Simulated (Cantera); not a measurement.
Mixture: 33.4 % H2, 13.9 % O2, 52.4 % N2, 0.367 % NO, at 1.00 bar, adiabatic and at constant pressure. Ignition delay is the time to a rise of 400 K.

Model: GRI-Mech 3.0 (53 species, 325 reactions), integrated in Cantera. The mechanism lacks 2 NO + O2 → 2 NO2 and HONO, so NO2 and the effect of NO are under-described below about 1400 K. Below about 950 K walls govern HO2 and H2O2 in real vessels. Where the delays flatten at high temperature, the 400 K rule measures the pace of heat release, not the induction time.

Q: Predict: delay at 850 K; delay at 1050 K; delay at 1250 K; delay at 1450 K; delay at 1650 K.

A: 
```
Quantity            Value
---------------  --------
delay at 850 K    1.15 ms
delay at 1050 K  0.122 ms
delay at 1250 K   36.9 µs
delay at 1450 K   19.6 µs
delay at 1650 K   15.4 µs
```
